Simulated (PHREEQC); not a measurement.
0.038 g of hydrous ferric oxide (600 m²/g; 0.2 weak and 0.005 strong sites per Fe, Dzombak-Morel constants, diffuse double layer) in 1 kg of water with 0.005 mol/kgw of an inert sodium salt and 3.3e-06 mol/kgw SrCl2, at 25 °C; the pH is set by adding NaOH or the inert anion's acid. O2 is buffered at 0.21 atm. The system is closed to CO2. Nothing may precipitate in this run.

All values are PHREEQC results (ion-association model, wateq4f.dat), not measurements.

```json
[
 {"pH": "3", "Sr sorbed (%)": "0.0", "surface charge σ (C/m²)": "0.302", "surface potential ψ (mV)": "215"},
 {"pH": "3.67", "Sr sorbed (%)": "0.0", "surface charge σ (C/m²)": "0.221", "surface potential ψ (mV)": "203"},
 {"pH": "4.33", "Sr sorbed (%)": "0.0", "surface charge σ (C/m²)": "0.147", "surface potential ψ (mV)": "183"},
 {"pH": "5", "Sr sorbed (%)": "0.0", "surface charge σ (C/m²)": "0.090", "surface potential ψ (mV)": "158"},
 {"pH": "5.67", "Sr sorbed (%)": "0.0", "surface charge σ (C/m²)": "0.051", "surface potential ψ (mV)": "129"},
 {"pH": "6.33", "Sr sorbed (%)": "0.0", "surface charge σ (C/m²)": "0.027", "surface potential ψ (mV)": "97"},
 {"pH": "7", "Sr sorbed (%)": "0.1", "surface charge σ (C/m²)": "0.013", "surface potential ψ (mV)": "62"},
 {"pH": "7.67", "Sr sorbed (%)": "1.7", "surface charge σ (C/m²)": "0.004", "surface potential ψ (mV)": "25"},
 {"pH": "8.33", "Sr sorbed (%)": "17.9", "surface charge σ (C/m²)": "-0.002", "surface potential ψ (mV)": "-11"},
 {"pH": "9", "Sr sorbed (%)": "52.8", "surface charge σ (C/m²)": "-0.008", "surface potential ψ (mV)": "-46"},
 {"pH": "9.67", "Sr sorbed (%)": "83.2", "surface charge σ (C/m²)": "-0.019", "surface potential ψ (mV)": "-80"},
 {"pH": "10.33", "Sr sorbed (%)": "98.2", "surface charge σ (C/m²)": "-0.038", "surface potential ψ (mV)": "-113"},
 {"pH": "11", "Sr sorbed (%)": "99.9", "surface charge σ (C/m²)": "-0.073", "surface potential ψ (mV)": "-143"}
]
```

The oxide is taken as insoluble; below pH 4 it would dissolve.
